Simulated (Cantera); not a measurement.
## CuO + C + N2 (carbothermic reduction)

Feed: 1 mol CuO, 1.8 mol C, 14 mol N2.

Method: chemical equilibrium by Gibbs-energy minimisation in Cantera with the NASA 1993 tables (ideal gas, pure condensed phases). Candidate condensed phases: C, Cu, CuO, Cu2O; 27 gas species. Rates play no part.

Problem. Map the stable condensed phases over T = 652, 802, 952, 1102, 1252, 1402, 1552, 1702, 1852, 2002 °C and P in Pa = 10, 32, 100, 320, 1000, 3200, 10000, 32000, 100000, 320000, 1000000.

Solution. 
```
T in °C \ P in Pa
              10      32     100     320    1000    3200   10000   32000  100000  320000 1000000
   2002        A       A       A       A       A       A       A       A       B       B       B
   1852        A       A       A       A       A       A       A       B       B       B       B
   1702        A       A       A       A       A       A       B       B       B       B       B
   1552        A       A       A       A       A       B       B       B       B       B       B
   1402        A       A       A       B       B       B       B       B       B       B       B
   1252        A       B       B       B       B       B       B       B       B       B       B
   1102        B       B       B       B       B       B       B       B       B       B       B
    952        B       B       B       B       B       B       B       B       B       B       B
    802        B       B       B       B       B       B       B       B       B       B       B
    652        B       B       B       B       B       B       B       B       B       B       B
```
A: C; B: C + Cu.
